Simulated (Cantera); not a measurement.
Charge: 1 mol B2O3, 2.4 mol BCl3, 2.3 mol H2, at 75.0 Torr.

These are equilibrium values from Cantera (NASA tables, ideal gas, pure condensed phases), not measurements of a reactor. Candidate condensed phases: B, B2O3, B3O3H3, H2O; 33 gas species. Mutual solubility and eutectic melting of coexisting phases are not modelled. Gases not in the tables: BHCl2. Equilibrium is a limit: real reactors are often held back by kinetics, nucleation or transport.

### Question
What share of the B ends up in condensed phases as a function of T (°C), at 777, 827, 877, 927, 977, 1027, 1077, 1127, 1177, 1227?

### Answer
```
T (°C)  B condensed (%)              as
------  ---------------  --------------
777                30.8  B(s) + B2O3(l)
827                30.8  B(s) + B2O3(l)
877                31.0  B(s) + B2O3(l)
927                31.5  B(s) + B2O3(l)
977                32.0  B(s) + B2O3(l)
1027               32.7  B(s) + B2O3(l)
1077               33.5  B(s) + B2O3(l)
1127               34.2  B(s) + B2O3(l)
1177               34.8  B(s) + B2O3(l)
1227               35.0  B(s) + B2O3(l)
```
